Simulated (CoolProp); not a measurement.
n-decane along the isobar 8.85 MPa: fugacity coefficient from the reference equation and from simpler models built on Tc = 617.7 K, pc = 2.101 MPa, ω = 0.488; each cubic takes its own stable root.

Computed with CoolProp (reference Helmholtz-energy equation of state, Lemmon 2006). It is a short technical equation, of lower accuracy than the large ones.

```
T (K)   phase  reference
-----  ------  ---------
320.4  liquid  0.0001645
332.2  liquid  0.0003121
344    liquid  0.0005606
355.8  liquid  0.0009588
367.5  liquid   0.001564
379.3  liquid   0.002462
391.1  liquid   0.003743
402.9  liquid   0.005510
414.7  liquid   0.007879
```

### Question
How far does each simpler model (van der Waals, Redlich-Kwong, Soave-Redlich-Kwong, Peng-Robinson) lie from the reference over these 9 states: mean and median of the absolute difference, and the worst?

### Answer
- van der Waals: mean 5317.9 %, median 3298.3 %, worst +16234.3 % at 320.4 K and 8.85 MPa
- Redlich-Kwong: mean 567.5 %, median 490.1 %, worst +1118.8 % at 320.4 K and 8.85 MPa
- Soave-Redlich-Kwong: mean 10.8 %, median 10.7 %, worst +11.7 % at 320.4 K and 8.85 MPa
- Peng-Robinson: mean 8.1 %, median 7.2 %, worst +14.4 % at 320.4 K and 8.85 MPa
